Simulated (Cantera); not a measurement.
A perfectly stirred reactor is fed with C₃H₈ : O₂ : N₂ = 1 : 6.76 : 25.4 (molar parts), at 5.70 bar; it is adiabatic with a 450 K inlet, and is followed from long to short residence time, starting on the burning branch (τ in s: 0.13, 0.054, 0.022, 0.009, 0.0036, 0.0015, 0.00061, 0.00025, 0.0001, 4.1e-05, 1.7e-05, 6.8e-06).

Detailed kinetics in Cantera: GRI-Mech 3.0 (53 species, 325 reactions). GRI-Mech 3.0 was tuned for natural gas; its chemistry of propane as a main component is partial and can be far from experiment.

**Question.** What does this change do: N2 25.4 to 18 parts?

**Answer.** 
```json
[
 {"quantity": "blow-out, bracketed by the residence times tried", "before": "burning at 41.0 µs, out at 17.0 µs", "after": "burning at 17.0 µs, out at 6.80 µs"},
 {"quantity": "x(C₃H₈) at τ = 0.130 s", "before": "8.31e-8", "after": "2.29e-8"},
 {"quantity": "x(O₂) at τ = 0.130 s", "before": "0.0510", "after": "0.0619"},
 {"quantity": "x(CH₄) at τ = 0.130 s", "before": "9.61e-8", "after": "1.58e-8"},
 {"quantity": "x(H) at τ = 0.130 s", "before": "1.22e-5", "after": "0.000157"},
 {"quantity": "x(HCO) at τ = 0.130 s", "before": "2.07e-9", "after": "2.73e-9"},
 {"quantity": "x(C₃H₈) at τ = 0.610 ms", "before": "8.48e-6", "after": "3.74e-6"},
 {"quantity": "x(O₂) at τ = 0.610 ms", "before": "0.0533", "after": "0.0671"},
 {"quantity": "x(CH₄) at τ = 0.610 ms", "before": "2.77e-6", "after": "1.60e-6"},
 {"quantity": "x(H) at τ = 0.610 ms", "before": "0.000271", "after": "0.000436"},
 {"quantity": "x(HCO) at τ = 0.610 ms", "before": "5.47e-7", "after": "5.23e-7"}
]
```

**Question.** What does this change do: inlet temperature 450 to 575 K?

**Answer.** 
| quantity | before | after |
|---|---|---|
| blow-out, bracketed by the residence times tried | burning at 41.0 µs, out at 17.0 µs | burning at 41.0 µs, out at 17.0 µs |
| x(C₃H₈) at τ = 0.130 s | 8.31e-8 | 5.29e-8 |
| x(O₂) at τ = 0.130 s | 0.0510 | 0.0504 |
| x(CH₄) at τ = 0.130 s | 9.61e-8 | 5.39e-8 |
| x(H) at τ = 0.130 s | 1.22e-5 | 2.64e-5 |
| x(HCO) at τ = 0.130 s | 2.07e-9 | 2.03e-9 |
| x(C₃H₈) at τ = 0.610 ms | 8.48e-6 | 6.28e-6 |
| x(O₂) at τ = 0.610 ms | 0.0533 | 0.0531 |
| x(CH₄) at τ = 0.610 ms | 2.77e-6 | 2.18e-6 |
| x(H) at τ = 0.610 ms | 0.000271 | 0.000312 |
| x(HCO) at τ = 0.610 ms | 5.47e-7 | 5.18e-7 |
